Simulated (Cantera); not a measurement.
Equilibrium for carbothermic reduction: Fe2O3 + C + H2

Charge: 1 mol Fe2O3, 0.91 mol C, 0.37 mol H2, at 84.0 Pa.

Method: chemical equilibrium by Gibbs-energy minimisation in Cantera with the NASA 1993 tables (ideal gas, pure condensed phases). Candidate condensed phases: C, C6H6, C7H8, C8H18, Fe, Fe(CO)5, FeO, Fe(OH)2, Fe(OH)3, Fe2O3, Fe3O4, H2O; 114 gas species. The tables' stoichiometric FeO is somewhat more stable than real wüstite, so its field is too wide. FeO: taken at fixed stoichiometry. Kinetics and transport are ignored.

| T (K) | log p Fe | log p CO | log p CO2 | log p H2O | log p O2 | log p O | log p FeO | log p H | log p H2 | log p OH | n FeO(l) |
|---|---|---|---|---|---|---|---|---|---|---|---|
| 2125 | -3.63 | -3.59 | -3.84 | -3.96 | -5.42 | -5.49 | -4.77 | -4.64 | -4.41 | -5.10 | 1.44 |
| 2150 | -3.60 | -3.64 | -3.82 | -3.97 | -5.12 | -5.27 | -4.64 | -4.62 | -4.50 | -4.99 | 1.35 |
| 2175 | -3.57 | -3.70 | -3.82 | -4.00 | -4.83 | -5.05 | -4.51 | -4.61 | -4.60 | -4.89 | 1.23 |
| 2200 | -3.54 | -3.77 | -3.83 | -4.05 | -4.56 | -4.85 | -4.39 | -4.61 | -4.71 | -4.80 | 1.05 |
| 2225 | -3.50 | -3.87 | -3.88 | -4.14 | -4.31 | -4.65 | -4.27 | -4.62 | -4.86 | -4.73 | 0.729 |
| 2250 | -3.45 | -4.03 | -3.99 | -4.30 | -4.08 | -4.47 | -4.15 | -4.66 | -5.07 | -4.71 | 0.0279 |
| 2275 | -3.45 | -4.01 | -4.03 | -4.34 | -4.06 | -4.40 | -4.18 | -4.60 | -5.05 | -4.69 | 0 |
| 2300 | -3.45 | -3.98 | -4.07 | -4.38 | -4.05 | -4.33 | -4.22 | -4.53 | -5.04 | -4.67 | 0 |
| 2325 | -3.45 | -3.96 | -4.12 | -4.42 | -4.05 | -4.26 | -4.26 | -4.47 | -5.02 | -4.65 | 0 |
| 2350 | -3.46 | -3.94 | -4.17 | -4.48 | -4.04 | -4.20 | -4.31 | -4.41 | -5.02 | -4.64 | 0 |
| 2375 | -3.46 | -3.93 | -4.22 | -4.53 | -4.05 | -4.14 | -4.35 | -4.36 | -5.01 | -4.63 | 0 |
| 2400 | -3.46 | -3.92 | -4.27 | -4.60 | -4.05 | -4.09 | -4.40 | -4.31 | -5.02 | -4.62 | 0 |
log p: log10 of the partial pressure in bar; n: condensed amount in mol.

From 2125 K to 2250 K the condensed part is FeO(l). From 2275 K to 2400 K nothing is condensed. The main Fe-bearing gas is Fe throughout.
